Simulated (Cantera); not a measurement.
A perfectly stirred reactor is fed with 31.8 % H₂, 22.7 % O₂, 45.5 % N₂, at 100000 Pa; it is held at 1125 K, and followed from long to short residence time.

Detailed kinetics in Cantera: the H2/O2 subset of GRI-Mech 3.0, which has no nitrogen chemistry. The temperature is held fixed by assumption; the heat of reaction is taken as removed at once.

x: mole fraction; the columns are a selection and need not sum to one.

```json
[
 {"τ (s)": "0.87", "x H₂": "0.00298", "x O₂": "0.0824", "x H₂O₂": "1.44e-5", "x O": "2.12e-6", "x H": "1.24e-6", "x HO₂": "4.74e-5", "x H₂O": "0.375"},
 {"τ (s)": "0.48", "x H₂": "0.00434", "x O₂": "0.0830", "x H₂O₂": "2.26e-5", "x O": "3.27e-6", "x H": "2.17e-6", "x HO₂": "6.05e-5", "x H₂O": "0.373"},
 {"τ (s)": "0.27", "x H₂": "?", "x O₂": "0.0839", "x H₂O₂": "?", "x O": "?", "x H": "?", "x HO₂": "?", "x H₂O": "0.371"},
 {"τ (s)": "0.15", "x H₂": "0.00876", "x O₂": "0.0850", "x H₂O₂": "4.61e-5", "x O": "7.14e-6", "x H": "6.33e-6", "x HO₂": "9.19e-5", "x H₂O": "0.368"},
 {"τ (s)": "0.081", "x H₂": "?", "x O₂": "0.0866", "x H₂O₂": "?", "x O": "?", "x H": "?", "x HO₂": "?", "x H₂O": "0.364"},
 {"τ (s)": "0.045", "x H₂": "0.0159", "x O₂": "0.0883", "x H₂O₂": "6.96e-5", "x O": "1.59e-5", "x H": "1.90e-5", "x HO₂": "0.000127", "x H₂O": "0.359"},
 {"τ (s)": "0.025", "x H₂": "0.0196", "x O₂": "0.0900", "x H₂O₂": "7.12e-5", "x O": "2.43e-5", "x H": "3.26e-5", "x HO₂": "0.000142", "x H₂O": "0.355"},
 {"τ (s)": "0.014", "x H₂": "0.0229", "x O₂": "0.0914", "x H₂O₂": "6.40e-5", "x O": "3.83e-5", "x H": "5.61e-5", "x HO₂": "0.000155", "x H₂O": "0.351"},
 {"τ (s)": "0.0076", "x H₂": "0.0260", "x O₂": "0.0928", "x H₂O₂": "5.09e-5", "x O": "6.33e-5", "x H": "0.000101", "x HO₂": "0.000164", "x H₂O": "0.347"},
 {"τ (s)": "0.0042", "x H₂": "0.0293", "x O₂": "0.0943", "x H₂O₂": "3.83e-5", "x O": "0.000103", "x H": "0.000177", "x HO₂": "0.000172", "x H₂O": "0.343"}
]
```

Some entries are withheld; supply them.


- 0.27, x H₂: 0.00619
- 0.27, x H₂O₂: 3.31e-5
- 0.27, x O: 4.85e-6
- 0.27, x H: 3.70e-6
- 0.27, x HO₂: 7.52e-5
- 0.081, x H₂: 0.0122
- 0.081, x H₂O₂: 6.00e-5
- 0.081, x O: 1.07e-5
- 0.081, x H: 1.11e-5
- 0.081, x HO₂: 0.000110
